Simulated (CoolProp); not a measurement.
Vapour-liquid equilibrium of R245fa (1) + isopentane (2) at 310.4 K; x and y are mole fractions of (1).

The numbers come from the multi-fluid Helmholtz-energy mixture model, Akasaka 2015 and Lemmon 2006; pair parameters Bell 2016 in CoolProp.

```
x     bubble pressure (MPa)  y at the bubble point  dew pressure at overall composition x (MPa)  liquid density (mol/L)
----  ---------------------  ---------------------  -------------------------------------------  ----------------------
0.05                 0.1719                  0.220                                       0.1452                   8.375
0.15                 0.2216                  0.438                                       0.1598                   8.432
0.25                 0.2530                  0.542                                       0.1774                   8.498
0.35                 0.2712                  0.599                                       0.1988                   8.576
0.45                 0.2807                  0.633                                       0.2249                   8.671
0.55                 0.2851                  0.655                                       0.2557                   8.790
0.65                 0.2868                  0.674                                       0.2843                   8.936
0.75                 0.2862                  0.697                                       0.2788                   9.116
0.85                 0.2801                  0.742                                       0.2587                   9.333
0.95                 0.2566                  0.860                                       0.2383                   9.589
```

y crosses x between x = 0.65 and 0.75: the model has an azeotrope there.

The pair parameters rest on a limited set of measurements; away from them the model extrapolates. With so large a gap from Raoult's law the liquid may split in two, which this calculation doesn't test in full.
